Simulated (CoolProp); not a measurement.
n-perfluorohexane at several states: fugacity coefficient from the reference equation and from simpler models built on Tc = 448.0 K, pc = 1742 kPa, ω = 0.497; each cubic takes its own stable root.

Values from CoolProp's reference Helmholtz-energy equation of state, Gao 2022.

| T (K) | p (kPa) | phase | reference |
|---|---|---|---|
| 366.9 | 152 | gas | 0.9388 |
| 449.5 | 90.7 | gas | 0.9820 |
| 373.2 | 55.7 | gas | 0.9789 |
| 419.2 | 5040 | liquid | 0.2017 |
| 292.6 | 1760 | liquid | 0.01472 |
| 327.4 | 30.6 | gas | 0.9818 |

Task: How far does each simpler model (van der Waals, Redlich-Kwong) lie from the reference over these 6 states: mean and median of the absolute difference, and the worst?

Result: 
- van der Waals: mean 165.9 %, median 1.4 %, worst +939.4 % at 292.6 K and 1760 kPa
- Redlich-Kwong: mean 47.0 %, median 0.7 %, worst +257.0 % at 292.6 K and 1760 kPa
